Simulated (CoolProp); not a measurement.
The fluid at 298.15 K and 0.162 MPa expands adiabatically to 0.0389 MPa with isentropic efficiency 1. The same conditions are run with several fluids, on thermodynamics alone (safety and materials aside).

The numbers come from the reference Helmholtz-energy equation of state of each fluid (R1336mzz(E): Akasaka 2023; isobutane: Bücker 2006; hydrogen chloride: Thol 2018; dimethyl ether: Wu 2011) in CoolProp.

```tsv
fluid	work (kJ/kg)	final temperature (K)	final density (kg/m³)
R1336mzz(E)	…	…	…
isobutane	…	…	1.06
hydrogen chloride	…	198.6	0.867
dimethyl ether	68.4	245.4	0.891
```

### Question
Some entries are withheld; supply them.

### Answer

- R1336mzz(E), work (kJ/kg): 19.7
- R1336mzz(E), final temperature (K): 270.4
- R1336mzz(E), final density (kg/m³): 2.90
- isobutane, work (kJ/kg): 55.4
- isobutane, final temperature (K): 260.4
- hydrogen chloride, work (kJ/kg): 79.0
